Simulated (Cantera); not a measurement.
Gas mixture: NO : N2 = 0.96 : 0.091 (molar parts), at 33.0 Torr, frozen composition.

Cantera's kinetic-theory transport with the Lennard-Jones parameters of GRI-Mech 3.0, ideal gas; thermal conductivity in the mixture-averaged form. The composition is frozen, though it would react at the higher temperatures.

D: mixture-averaged diffusion coefficient of that species in the mixture.

```tsv
T (K)	ρ (kg/m³)	cp (J/kg/K)	μ (µPa s)	λ (mW/m/K)	Pr	D (cm²/s) H	D (cm²/s) CH4	D (cm²/s) N2
400	0.0395	1002	23.1	32.4	0.712	46.8	8.50	?
650	0.0243	1057	32.2	48.2	0.706	108	19.6	?
900	0.0175	1117	40.0	63.0	0.708	187	33.9	?
1150	0.0137	1157	46.9	76.7	0.707	282	51.1	?
1400	0.0113	1185	53.3	89.5	0.706	391	71.0	?
1650	0.00957	1207	59.3	101	0.706	514	93.2	?
```

Q: Complete the blanks.

A: 
- 400, D (cm²/s) N2: 7.80
- 650, D (cm²/s) N2: 17.8
- 900, D (cm²/s) N2: 30.8
- 1150, D (cm²/s) N2: 46.3
- 1400, D (cm²/s) N2: 64.2
- 1650, D (cm²/s) N2: 84.3
